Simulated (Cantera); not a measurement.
**Thermodynamics of carbon deposition, reforming and gasification, feed n-butane + NH3 + H2**

Charge: 1 mol n-butane, 0.43 mol NH3, 2 mol H2, at 18000 Torr.

Equilibrium computed with Cantera from the NASA thermochemical tables; the gas is ideal and each condensed phase is pure. Candidate condensed phases: C, C6H6, C7H8, C8H18; 92 gas species. Equilibrium is a limit: real reactors are often held back by kinetics, nucleation or transport.

From 1273 K to 1873 K the condensed part is C(graphite). The main C-bearing gas is CH4 throughout. The share of C in condensed phases is highest at 1873 K (97.0 %) and lowest at 1273 K (74.3 %).

```json
[
 {"T (K)": "1273", "log p H2": "1.29", "log p CH4": "0.56", "log p N2": "-0.12", "log p HCN": "-3.21", "log p NH3": "-1.98", "log p C2H2 (acetylene)": "-5.14", "n C(graphite)": "2.97"},
 {"T (K)": "1323", "log p H2": "1.31", "log p CH4": "0.45", "log p N2": "-0.14", "log p HCN": "-3.00", "log p NH3": "-2.05", "log p C2H2 (acetylene)": "-4.77", "n C(graphite)": "3.17"},
 {"T (K)": "1373", "log p H2": "1.32", "log p CH4": "0.35", "log p N2": "-0.15", "log p HCN": "-2.81", "log p NH3": "-2.12", "log p C2H2 (acetylene)": "-4.44", "n C(graphite)": "3.33"},
 {"T (K)": "1423", "log p H2": "1.33", "log p CH4": "0.25", "log p N2": "-0.15", "log p HCN": "-2.64", "log p NH3": "-2.18", "log p C2H2 (acetylene)": "-4.13", "n C(graphite)": "3.46"},
 {"T (K)": "1473", "log p H2": "1.34", "log p CH4": "0.15", "log p N2": "-0.16", "log p HCN": "-2.47", "log p NH3": "-2.24", "log p C2H2 (acetylene)": "-3.85", "n C(graphite)": "3.56"},
 {"T (K)": "1523", "log p H2": "1.35", "log p CH4": "0.05", "log p N2": "-0.17", "log p HCN": "-2.32", "log p NH3": "-2.30", "log p C2H2 (acetylene)": "-3.58", "n C(graphite)": "3.64"},
 {"T (K)": "1573", "log p H2": "1.35", "log p CH4": "-0.04", "log p N2": "-0.17", "log p HCN": "-2.17", "log p NH3": "-2.36", "log p C2H2 (acetylene)": "-3.34", "n C(graphite)": "3.71"},
 {"T (K)": "1623", "log p H2": "1.35", "log p CH4": "-0.12", "log p N2": "-0.17", "log p HCN": "-2.04", "log p NH3": "-2.41", "log p C2H2 (acetylene)": "-3.10", "n C(graphite)": "3.76"},
 {"T (K)": "1673", "log p H2": "1.36", "log p CH4": "-0.20", "log p N2": "-0.18", "log p HCN": "-1.91", "log p NH3": "-2.47", "log p C2H2 (acetylene)": "-2.89", "n C(graphite)": "3.79"},
 {"T (K)": "1723", "log p H2": "1.36", "log p CH4": "-0.28", "log p N2": "-0.18", "log p HCN": "-1.79", "log p NH3": "-2.52", "log p C2H2 (acetylene)": "-2.69", "n C(graphite)": "3.82"},
 {"T (K)": "1773", "log p H2": "1.36", "log p CH4": "-0.36", "log p N2": "-0.18", "log p HCN": "-1.68", "log p NH3": "-2.56", "log p C2H2 (acetylene)": "-2.49", "n C(graphite)": "3.85"},
 {"T (K)": "1823", "log p H2": "1.36", "log p CH4": "-0.43", "log p N2": "-0.19", "log p HCN": "-1.58", "log p NH3": "-2.61", "log p C2H2 (acetylene)": "-2.31", "n C(graphite)": "3.87"},
 {"T (K)": "1873", "log p H2": "1.36", "log p CH4": "-0.49", "log p N2": "-0.19", "log p HCN": "-1.48", "log p NH3": "-2.65", "log p C2H2 (acetylene)": "-2.14", "n C(graphite)": "3.88"}
]
```
log p: log10 of the partial pressure in bar; n: condensed amount in mol.
